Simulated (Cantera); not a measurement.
An adiabatic, constant-pressure homogeneous reactor starts with CO : H2 : O2 : N2 = 1 : 0.42 : 0.309 : 1.16 (molar parts), at 1125 K and 3900 Torr. Integrator tolerance rtol = 1e-08.

Cantera simulation using GRI-Mech 3.0 (53 species, 325 reactions); the numbers are that mechanism's predictions, not measurements. The hydrogen kinetics of GRI-Mech 3.0 are dated; newer H2 mechanisms differ, most at raised pressure.

### Question
What does this change do: initial temperature 1125 to 1675 K?

### Answer
```
quantity                                                              before                                    after
---------------------------------  -----------------------------------------  ---------------------------------------
time of steepest temperature rise                                    68.1 µs                                  2.34 µs
temperature at 7.00 s                                                 2649 K                                   2966 K
equilibrium temperature                                               2649 K                                   2966 K
x(CO) at 7.00 s                          0.269 (gas-phase equilibrium 0.269)      0.276 (gas-phase equilibrium 0.276)
x(H2) at 7.00 s                        0.0411 (gas-phase equilibrium 0.0411)    0.0392 (gas-phase equilibrium 0.0392)
x(O2) at 7.00 s                    0.000220 (gas-phase equilibrium 0.000220)  0.00240 (gas-phase equilibrium 0.00240)
x(H) at 7.00 s                       0.00418 (gas-phase equilibrium 0.00418)    0.0124 (gas-phase equilibrium 0.0124)
x(N2O) at 7.00 s                     6.89e-8 (gas-phase equilibrium 6.89e-8)  3.53e-7 (gas-phase equilibrium 3.53e-7)
x(NO2) at 7.00 s                     4.07e-8 (gas-phase equilibrium 4.07e-8)  5.28e-7 (gas-phase equilibrium 5.28e-7)
x(OH) at 7.00 s                      0.00290 (gas-phase equilibrium 0.00290)    0.0111 (gas-phase equilibrium 0.0111)
```

### Question
What does this change do: pressure from 3900 Torr to 668 Torr?

### Answer
```
quantity                                                              before                                      after
---------------------------------  -----------------------------------------  -----------------------------------------
time of steepest temperature rise                                    68.1 µs                                   0.116 ms
temperature at 7.00 s                                                 2649 K                                     2595 K
equilibrium temperature                                               2649 K                                     2595 K
x(CO) at 7.00 s                          0.269 (gas-phase equilibrium 0.269)        0.269 (gas-phase equilibrium 0.269)
x(H2) at 7.00 s                        0.0411 (gas-phase equilibrium 0.0411)      0.0411 (gas-phase equilibrium 0.0411)
x(O2) at 7.00 s                    0.000220 (gas-phase equilibrium 0.000220)  0.000744 (gas-phase equilibrium 0.000744)
x(H) at 7.00 s                       0.00418 (gas-phase equilibrium 0.00418)    0.00813 (gas-phase equilibrium 0.00813)
x(N2O) at 7.00 s                     6.89e-8 (gas-phase equilibrium 6.89e-8)    4.78e-8 (gas-phase equilibrium 4.78e-8)
x(NO2) at 7.00 s                     4.07e-8 (gas-phase equilibrium 4.07e-8)    5.49e-8 (gas-phase equilibrium 5.49e-8)
x(OH) at 7.00 s                      0.00290 (gas-phase equilibrium 0.00290)    0.00516 (gas-phase equilibrium 0.00516)
```
